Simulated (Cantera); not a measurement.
Gas-phase reforming

An isothermal, constant-pressure homogeneous reactor starts with 12.2 % CH4, 87.8 % H2O, at 1600 K and 578 Torr.

Cantera simulation using GRI-Mech 3.0 (53 species, 325 reactions); the numbers are that mechanism's predictions, not measurements.

```
t (s)       x CH4  x H2O     x HCO    x C2H2     x CO2     x C2H      x H2
--------  -------  -----  --------  --------  --------  --------  --------
4.00e-5     0.122  0.878    <1e-12  1.50e-10    <1e-12    <1e-12   2.96e-5
0.000180    0.122  0.878  2.51e-11   7.44e-8  5.33e-12    <1e-12  0.000150
0.000808    0.120  0.878  8.79e-10   1.62e-5   1.18e-8  8.40e-12   0.00106
0.00363     0.113  0.873   4.21e-9   0.00123   4.08e-6  8.22e-10   0.00940
0.0163     0.0887  0.851   2.91e-9    0.0118  0.000151   7.04e-9    0.0445
0.0734     0.0495  0.804   1.64e-9    0.0267   0.00253   1.46e-8     0.110
0.330      0.0239  0.723   1.08e-9    0.0239    0.0168   1.16e-8     0.194
1.48       0.0129  0.627   1.42e-9   0.00671    0.0319   2.67e-9     0.278
6.67      0.00257  0.579   1.81e-9  0.000209    0.0357  7.61e-11     0.323
30.0      2.13e-5  0.572   1.89e-9   1.31e-8    0.0359    <1e-12     0.330
```
x: mole fraction; the columns are a selection and need not sum to one.

Equilibrium at this temperature and pressure: CH4 3.22e-9, H2O 0.572, HCO 1.90e-9, C2H2 <1e-12, CO2 0.0359, C2H <1e-12, H2 0.330 (gas phase only).
